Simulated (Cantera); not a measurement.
**Si + N2O + H2 (thermal oxidation and active oxidation of silicon)**

Feed: 1 mol Si, a varied amount of N2O, 1 mol H2, held at 1048.15 K and 29000 Pa.

These are equilibrium values from Cantera (NASA tables, ideal gas, pure condensed phases), not measurements of a reactor. Candidate condensed phases: H2O, Si, SiO2, Si2N2O, Si3N4; 35 gas species. Mutual solubility and eutectic melting of coexisting phases are not modelled. Kinetics and transport are ignored.

From 0.016 mol N2O to 0.39 mol N2O the condensed part is Si(s) + Si2N2O(s). From 0.53 mol N2O to 0.73 mol N2O the condensed part is SiO2(β-quartz) + Si2N2O(s).

```
n(N2O) (mol)   x H2      x N2     x H2O     x NH3   x SiH4      x H  n Si(s)  n Si2N2O(s)  n SiO2(β-quartz)
------------  -----  --------  --------  --------  -------  -------  -------  -----------  ----------------
0.016          1.00  2.25e-12  1.89e-11  1.87e-10  1.35e-7  1.44e-8    0.968       0.0160                 0
0.022          1.00  2.25e-12  1.89e-11  1.87e-10  1.35e-7  1.44e-8    0.956       0.0220                 0
0.03           1.00  2.25e-12  1.89e-11  1.87e-10  1.35e-7  1.44e-8    0.940       0.0300                 0
0.042          1.00  2.25e-12  1.89e-11  1.87e-10  1.35e-7  1.44e-8    0.916       0.0420                 0
0.057          1.00  2.25e-12  1.89e-11  1.87e-10  1.35e-7  1.44e-8    0.886       0.0570                 0
0.079          1.00  2.25e-12  1.89e-11  1.87e-10  1.35e-7  1.44e-8    0.842       0.0790                 0
0.11           1.00  2.25e-12  1.89e-11  1.87e-10  1.35e-7  1.44e-8    0.780        0.110                 0
0.15           1.00  2.25e-12  1.89e-11  1.87e-10  1.35e-7  1.44e-8    0.700        0.150                 0
0.21           1.00  2.25e-12  1.89e-11  1.87e-10  1.35e-7  1.44e-8    0.580        0.210                 0
0.28           1.00  2.25e-12  1.89e-11  1.87e-10  1.35e-7  1.44e-8    0.440        0.280                 0
0.39           1.00  2.26e-12  1.89e-11  1.87e-10  1.35e-7  1.44e-8    0.220        0.390                 0
0.53          0.961    0.0384   4.05e-5   2.30e-5   <1e-12  1.41e-8        0        0.490            0.0200
0.73          0.765     0.235   5.89e-5   4.03e-5   <1e-12  1.26e-8        0        0.423             0.153
```
x: gas mole fraction; n: condensed amount in mol.
